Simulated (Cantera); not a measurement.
A perfectly stirred reactor is fed with 2.79 % C3H8, 15.9 % O2, 59.8 % N2, 21.5 % CO2, at 570000 Pa; it is adiabatic with a 348 K inlet, and is followed from long to short residence time, starting on the burning branch (τ in s: 0.033, 0.014, 0.0062, 0.0027, 0.0011, 0.00049, 0.00021, 9.2e-05, 4e-05, 1.7e-05).

Cantera simulation using GRI-Mech 3.0 (53 species, 325 reactions); the numbers are that mechanism's predictions, not measurements. GRI-Mech 3.0 was tuned for natural gas; its chemistry of propane as a main component is partial and can be far from experiment.

Question: Predict: blow-out, bracketed by the residence times tried; x(C3H8) at τ = 33.0 ms; x(O2) at τ = 33.0 ms; x(CO2) at τ = 33.0 ms; x(H2O) at τ = 33.0 ms; x(HCO) at τ = 33.0 ms; x(C3H8) at τ = 0.490 ms; x(O2) at τ = 0.490 ms; x(CO2) at τ = 0.490 ms; x(H2O) at τ = 0.490 ms; x(HCO) at τ = 0.490 ms.

Answer: 
| Item | Result |
|---|---|
| blow-out, bracketed by the residence times tried | burning at 0.490 ms, out at 0.210 ms |
| x(C3H8) at τ = 33.0 ms | 1.61e-6 |
| x(O2) at τ = 33.0 ms | 0.0192 |
| x(CO2) at τ = 33.0 ms | 0.289 |
| x(H2O) at τ = 33.0 ms | 0.108 |
| x(HCO) at τ = 33.0 ms | 1.35e-8 |
| x(C3H8) at τ = 0.490 ms | 5.12e-5 |
| x(O2) at τ = 0.490 ms | 0.0283 |
| x(CO2) at τ = 0.490 ms | 0.270 |
| x(H2O) at τ = 0.490 ms | 0.105 |
| x(HCO) at τ = 0.490 ms | 1.23e-6 |
